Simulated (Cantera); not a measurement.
Input (Python, Cantera) and output of one run.

```python
import numpy as np
import cantera as ct

gas_names = """
    CL CLO CL2 O O2 O3 Si SiCL SiCL2 SiCL3 SiCL4 SiO SiO2 Si2 Si3
""".split()
cond_names = """
    Si(cr) Si(L) SiO2(Lqz) SiO2(hqz) SiO2(L)
""".split()


def load(file, names, dense=False):
    # The tables refer to 1 bar. Condensed volumes are neglected.
    table = {s.name: s for s in ct.Species.list_from_file(file)}
    out = []
    for n in names:
        d = dict(table[n].input_data)
        d["thermo"] = dict(d["thermo"], **{"reference-pressure": 1e5})
        if dense:
            d["equation-of-state"] = {"model": "constant-volume", "density": "1e6 g/cm^3"}
        out.append(ct.Species.from_dict(d))
    return out


gas = ct.Solution(thermo="ideal-gas", species=load("nasa_gas.yaml", gas_names))
cond = {s.name: ct.Solution(thermo="fixed-stoichiometry", species=[s], name=s.name)
        for s in load("nasa_condensed.yaml", cond_names, dense=True)}
atoms = {
    'SiCl4': {'Si': 1, 'CL': 4},
    'O2': {'O': 2},
}
top_T = {}  # K; cautious upper limits of use, not melting points


def equilibrate(T, P, feed):
    n = {}
    for name, mol in feed.items():
        for a, k in atoms[name].items():
            n[a] = n.get(a, 0.0) + k * mol
    gas.TPX = T, P, n
    mass = sum(n.values()) * gas.mean_molecular_weight
    gas.equilibrate("TP")
    valid = [c for c in cond.values() if c.min_temp <= T <= top_T.get(c.name, c.max_temp)]
    mix = ct.Mixture([(gas, mass / gas.mean_molecular_weight)] + [(c, 0.0) for c in valid])
    mix.T, mix.P = T, P
    mix.equilibrate("TP", solver="vcs", rtol=1e-11, max_steps=5000)
    return mix


results = []
feed = {'SiCl4': 1, 'O2': 15}  # mol
T = 600  # K
P = 940  # Pa
mix = equilibrate(T, P, feed)
results.append((T, P, feed, dict(zip(mix.species_names, mix.species_moles))))
print(gas.report(threshold=1e-06))
for i in range(1, mix.n_phases):
    print(f"{mix.phase(i).name:16s} {mix.phase_moles(i):12.5e} mol")
```

It prints:

```
       temperature   600 K
          pressure   940 Pa
           density   0.0069455 kg/m^3
  mean mol. weight   36.861 kg/kmol
   phase of matter   gas

                          1 kg             1 kmol
                     ---------------   ---------------
          enthalpy        2.5587e+05        9.4317e+06  J
   internal energy        1.2054e+05         4.443e+06  J
           entropy            7353.8        2.7107e+05  J/K
    Gibbs function       -4.1564e+06       -1.5321e+08  J
 heat capacity c_p            885.47             32639  J/K
 heat capacity c_v            659.91             24325  J/K

                      mass frac. Y      mole frac. X     chem. pot. / RT
                     ---------------   ---------------   ---------------
               CL2           0.24043             0.125           -34.404
                O2           0.75957             0.875           -30.184
     [  +13 minor]        7.1821e-08        7.3631e-08

Si(cr)            0.00000e+00 mol
SiO2(Lqz)         1.00000e+00 mol
```

Method: chemical equilibrium by Gibbs-energy minimisation in Cantera with the NASA 1993 tables (ideal gas, pure condensed phases).
